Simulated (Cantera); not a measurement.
A perfectly stirred reactor is fed with 0.140 % CH₃OH, 0.186 % O₂, 99.7 % N₂, equivalence ratio 1.1, at 760 Torr; it is held at 1225 K, and followed from long to short residence time.

Model: GRI-Mech 3.0 (53 species, 325 reactions), integrated in Cantera. GRI-Mech 3.0 was tuned for natural gas; its chemistry of methanol as a main component is partial and can be far from experiment.

One state of this run: x CH₃OH = 6.86e-7; x O₂ = 7.82e-5; x C₂H₆ = 1.90e-11; x NO = 1.28e-6; x OH = 1.16e-5. x: mole fraction; the columns are a selection and need not sum to one.

**Question.** Which value of τ (s) does it belong to?
(A) 0.079
(B) 0.18
(C) 0.41
(D) 0.0067

**Answer.** B, 0.18
